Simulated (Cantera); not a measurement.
A closed system holds: 1 mol Si, 0.62 mol Cl2, 0.16 mol H2, equilibrated at 873 K and 0.0225 Torr.

These are equilibrium values from Cantera (NASA tables, ideal gas, pure condensed phases), not measurements of a reactor. The tables' values for SiCl3 are old estimates; treat these amounts as uncertain. Rates play no part.

```json
[
 {"species": "SiCl2", "before": "0.00711", "after": "0.651"},
 {"species": "HCl", "before": "0.0417", "after": "0.147"},
 {"species": "H2", "before": "0.310", "after": "0.110"},
 {"species": "SiCl4", "before": "0.623", "after": "2.78e-6"},
 {"species": "Si", "before": "<1e-9", "after": "0.0485"},
 {"species": "Cl", "before": "<1e-9", "after": "0.0142"},
 {"species": "SiCl", "before": "<1e-9", "after": "0.0140"},
 {"species": "H", "before": "4.75e-9", "after": "0.0139"},
 {"species": "Si2", "before": "<1e-9", "after": "0.000249"},
 {"species": "SiH", "before": "<1e-9", "after": "0.000118"},
 {"species": "Si3", "before": "<1e-9", "after": "6.11e-5"},
 {"species": "SiHCl3", "before": "0.00991", "after": "4.59e-7"},
 {"species": "SiH2Cl2", "before": "1.44e-5", "after": "1.35e-8"},
 {"species": "SiCl3", "before": "0.00868", "after": "0.00101"},
 {"species": "Si(s), mol", "before": "0.691", "after": "0"},
 {"species": "Si(l), mol", "before": "0", "after": "0.401"}
]
```
Gas species are given as mole fractions.

Problem. Which change was made?
A. temperature from 873 K to 673 K
B. temperature from 873 K to 1525 K
C. temperature from 873 K to 1748 K
D. temperature from 873 K to 748 K

Solution. C, temperature from 873 K to 1748 K. The tables' values for SiCl, SiCl3 are old estimates; treat these amounts as uncertain
